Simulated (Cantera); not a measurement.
A Cantera script and its output.

```python
import numpy as np
import cantera as ct

gas = ct.Solution("h2o2.yaml")
gas.TPX = 1350, 500000, {'H2': 1, 'O2': 0.98, 'N2': 3.69}
reactor = ct.IdealGasReactor(gas, energy="on", clone=False)
net = ct.ReactorNet([reactor])
net.rtol, net.atol = 1e-08, 1e-16
show = ['H2', 'O2', 'OH', 'H', 'O']
times = np.geomspace(3e-06, 3, 13)

steps = ct.SolutionArray(gas, extra=["t"])
rows = []
print(f"{'t/s':>10s}{'T/K':>9s}{'P/Pa':>11s}" + "".join(f"{s:>11s}" for s in show))
for t in times:
    while net.time < t:
        t_next = net.step()
        steps.append(gas.state, t=t_next)
    rows.append([np.interp(t, steps.t, y) for y in (steps.T, steps.P, *steps(*show).X.T)])
    print(f"{t:10.3e}{rows[-1][0]:9.1f}{rows[-1][1]:11.4g}" + "".join(f"{x:11.3e}" for x in rows[-1][2:]))
rate = np.gradient(steps.T, steps.t)
print("integrator steps:", len(steps.t))
if steps.T.max() > steps.T[0] + 200:
    print(f"time of steepest temperature rise: {steps.t[rate.argmax()]:.4e} s")
gas.TPX = 1350, 500000, {'H2': 1, 'O2': 0.98, 'N2': 3.69}
gas.equilibrate("UV")
print(f"equilibrium (UV): T = {gas.T:.1f} K  " + "  ".join(f"{s} {gas[s].X[0]:.3e}" for s in show))
```

Output:

```
       t/s      T/K       P/Pa         H2         O2         OH          H          O
 3.000e-06   1350.4  5.001e+05  1.762e-01  1.727e-01  1.466e-05  7.865e-05  2.031e-05
 9.487e-06   2680.0  9.156e+05  4.651e-03  8.691e-02  1.955e-02  2.046e-03  5.583e-03
 3.000e-05   2725.3  9.284e+05  3.239e-03  8.770e-02  1.704e-02  1.175e-03  3.925e-03
 9.487e-05   2725.3  9.284e+05  3.239e-03  8.770e-02  1.704e-02  1.175e-03  3.925e-03
 3.000e-04   2725.3  9.284e+05  3.239e-03  8.770e-02  1.704e-02  1.175e-03  3.925e-03
 9.487e-04   2725.3  9.284e+05  3.239e-03  8.770e-02  1.704e-02  1.175e-03  3.925e-03
 3.000e-03   2725.3  9.284e+05  3.239e-03  8.770e-02  1.704e-02  1.175e-03  3.925e-03
 9.487e-03   2725.3  9.284e+05  3.239e-03  8.770e-02  1.704e-02  1.175e-03  3.925e-03
 3.000e-02   2725.3  9.284e+05  3.239e-03  8.770e-02  1.704e-02  1.175e-03  3.925e-03
 9.487e-02   2725.3  9.284e+05  3.239e-03  8.770e-02  1.704e-02  1.175e-03  3.925e-03
 3.000e-01   2725.3  9.284e+05  3.239e-03  8.770e-02  1.704e-02  1.175e-03  3.925e-03
 9.487e-01   2725.3  9.284e+05  3.239e-03  8.770e-02  1.704e-02  1.175e-03  3.925e-03
 3.000e+00   2725.3  9.284e+05  3.239e-03  8.770e-02  1.704e-02  1.175e-03  3.925e-03
integrator steps: 1025
time of steepest temperature rise: 5.3045e-06 s
equilibrium (UV): T = 2725.3 K  H2 3.239e-03  O2 8.770e-02  OH 1.704e-02  H 1.175e-03  O 3.925e-03
```

Cantera simulation using the H2/O2 subset of GRI-Mech 3.0, which has no nitrogen chemistry; the numbers are that mechanism's predictions, not measurements. The hydrogen kinetics of GRI-Mech 3.0 are dated; newer H2 mechanisms differ, most at raised pressure.
